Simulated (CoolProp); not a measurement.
Aqueous potassium carbonate as a coolant, 39 % by mass, freezing at -35.1 °C, 1 atm.

The numbers come from the Melinder's fits for secondary coolants in CoolProp.

```csv
T (°C),cp (kJ/(kg K)),viscosity (mPa s),Prandtl number,density (kg/m³)
-19.9,2.664,16.8,90.6,1420
-15.6,2.671,13.7,72.9,1419
-11.3,2.679,11.3,59.7,1417
-7.1,2.686,9.52,49.8,1416
-2.8,2.693,8.10,41.9,1414
1.4,2.701,6.99,35.8,1412
5.7,2.708,6.08,30.8,1410
10,2.716,5.35,26.8,1408
14.2,2.724,4.76,23.6,1406
18.5,2.731,4.25,20.9,1403
22.8,2.739,3.83,18.7,1401
27,2.746,3.48,16.8,1399
31.3,2.754,3.17,15.2,1397
35.5,2.761,2.90,13.8,1394
```
